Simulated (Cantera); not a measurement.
Feed: 1 mol SiCl4, 8.8 mol H2, equilibrated at 1548 K and 100000 Pa.

Equilibrium computed with Cantera from the NASA thermochemical tables; the gas is ideal and each condensed phase is pure. Candidate condensed phases: Si; 19 gas species. The tables' values for SiCl3 are old estimates; treat these amounts as uncertain. The numbers say what is thermodynamically allowed, not how fast it happens.

Base state: H2 0.766, HCl 0.139, SiCl2 0.0557, SiCl3 0.0163, SiCl4 0.0134, SiHCl3 0.00903, SiH2Cl2 0.000991, SiH3Cl 3.22e-5 (mole fractions); condensed: gas only.

Problem. What changes in the equilibrium state with this change: temperature from 1548 K to 1075 K?

Solution. 
| species | before | after |
|---|---|---|
| H2 | 0.766 | 0.868 |
| SiCl4 | 0.0134 | 0.0732 |
| HCl | 0.139 | 0.0302 |
| SiCl2 | 0.0557 | 0.000310 |
| SiCl3 | 0.0163 | 0.00120 |
| SiHCl3 | 0.00903 | 0.0261 |
| H | 2.69e-5 | 1.37e-8 |
| SiH3Cl | 3.22e-5 | 1.20e-5 |
| SiH2Cl2 | 0.000991 | 0.00109 |
